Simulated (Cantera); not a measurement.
# Transport properties of process gases

Gas mixture: 37.2 % CH3OH, 39.6 % C2H4, 23.2 % H2, at 0.683 Torr, frozen composition.

Cantera's kinetic-theory transport with the Lennard-Jones parameters of GRI-Mech 3.0, ideal gas; thermal conductivity in the mixture-averaged form. Polar gases are described roughly by these parameters. The composition is frozen, though it would react at the higher temperatures.

```tsv
T (K)	ρ (kg/m³)	cp (J/kg/K)	μ (µPa s)	λ (mW/m/K)	Pr	D (cm²/s) CH4	D (cm²/s) CO2	D (cm²/s) O
400	0.000643	1990	13.5	57.7	0.467	388	269	568
650	0.000396	2670	21.1	104	0.544	935	667	1340
900	0.000286	3134	27.8	151	0.576	1650	1190	2340
1150	0.000224	3499	33.6	197	0.596	2510	1830	3540
1400	0.000184	3759	38.9	242	0.605	3510	2570	4920
1650	0.000156	3951	43.7	284	0.609	4630	3400	6470
1900	0.000135	4092	48.2	324	0.610	5860	4320	8190
2150	0.000120	4198	52.5	361	0.609	7200	5320	10100
```
D: mixture-averaged diffusion coefficient of that species in the mixture.
